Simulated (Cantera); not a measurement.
Source: NASA polynomial tables (part measured, part estimated), evaluated in Cantera. Values are per mole of reaction as written; species without (g) are pure solids or liquids, kept so even where they would boil at 1 bar.

### Question
Between 1675 and 2075 K, where is each reaction favourable under standard conditions?
- 3 H(g) + AlBr3(g) → 3 HBr(g) + Al

### Answer
- 3 H(g) + AlBr3(g) → 3 HBr(g) + Al: ΔG° is -210 kJ at 1675 K and -173 kJ at 2075 K; it stays negative (K > 1). ΔH° is -368 kJ and ΔS° -94 J/K at 2075 K.
